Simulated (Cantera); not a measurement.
A closed system holds: 1 mol Cu2O, 1900 mol H2, 0.38 mol H2O, held at 1323.15 K and 1 atm.

These are equilibrium values from Cantera (NASA tables, ideal gas, pure condensed phases), not measurements of a reactor. Candidate condensed phases: Cu, CuO, Cu(OH)2, Cu2O, H2O; 12 gas species. Equilibrium is a limit: real reactors are often held back by kinetics, nucleation or transport.

Base state: H2 0.999, H2O 0.000726 (mole fractions); condensed: Cu(s).

Task: What changes in the equilibrium state with this change: temperature from 1323.15 K to 2023.15 K?

Result: 
```json
[
 {"species": "H2", "before": "0.999", "after": "0.996"},
 {"species": "H", "before": "1.58e-6", "after": "0.00189"},
 {"species": "Cu", "before": "2.66e-7", "after": "0.00105"},
 {"species": "H2O", "before": "0.000726", "after": "0.000725"},
 {"species": "Cu(s), mol", "before": "2.00", "after": "0"}
]
```
